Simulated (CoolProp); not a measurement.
Model: reference Helmholtz-energy equation of state, Lemmon 2004, in CoolProp. It is a short technical equation, of lower accuracy than the large ones.

Give the vapour pressure (MPa), liquid density (kg/m³), surface tension (mN/m) of saturated n-dodecane at 376.2, 391.8 K.


```csv
T (K),p (MPa),liquid density (kg/m³),surface tension (mN/m)
376.2,0.00234,688,18.2
391.8,0.00465,676,17.0
```

Surface tension comes from a separate correlation (Mulero 2012).
